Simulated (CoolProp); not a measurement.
Saturation properties of R143a (Tc = 72.7 °C, pc = 3.762 MPa, ω = 0.261).

Computed with CoolProp (reference Helmholtz-energy equation of state, Lemmon and Jacobsen 2000).

```
T (°C)  p (MPa)  liquid density (kg/m³)  enthalpy of vaporisation (kJ/kg)  liquid cp (kJ/(kg K))  vapour Z
------  -------  ----------------------  --------------------------------  ---------------------  --------
-85.95  0.01032                    1267                             251.5                  1.240    0.9884
-71.45        ?                    1230                             242.6                  1.267    0.9786
-56.95  0.06244                    1193                             233.2                  1.300    0.9639
-42.45   0.1265                       ?                                 ?                  1.338    0.9431
-27.95   0.2331                       ?                             212.4                  1.382    0.9155
-13.45   0.3984                    1068                             200.4                  1.434    0.8801
1.05     0.6402                    1021                             186.8                  1.501    0.8363
15.55    0.9786                   968.3                             171.1                  1.589    0.7828
29.95     1.432                   908.7                             152.6                  1.721    0.7181
44.45         ?                   836.2                             129.4                      ?    0.6371
```

### Question
Some entries are withheld; supply them.

### Answer

- -71.45, p (MPa): 0.02737
- -42.45, liquid density (kg/m³): 1153
- -42.45, enthalpy of vaporisation (kJ/kg): 223.2
- -27.95, liquid density (kg/m³): 1112
- 44.45, p (MPa): 2.033
- 44.45, liquid cp (kJ/(kg K)): 1.959

It boils at -47.2 °C under 1 atm.
